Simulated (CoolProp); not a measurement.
Computed with CoolProp (reference Helmholtz-energy equation of state, Thol 2019).

Question: For decamethylcyclopentasiloxane (D5), give the phase and the density (kg/m³), cv (kJ/(kg K)), Joule-Thomson coefficient (K/MPa), isothermal compressibility (1/MPa) at 346.85 °C and 0.449 MPa; 346.85 °C and 1.35 MPa; 346.85 °C and 1.8 MPa.

Answer: 
- 346.85 °C and 0.449 MPa: gas; density 38.7, cv 1.95, Joule-Thomson coefficient 12.0, isothermal compressibility 2.73
- 346.85 °C and 1.35 MPa: supercritical; density 464, cv 2.00, Joule-Thomson coefficient 5.72, isothermal compressibility 0.352
- 346.85 °C and 1.8 MPa: supercritical; density 510, cv 1.99, Joule-Thomson coefficient 2.52, isothermal compressibility 0.135
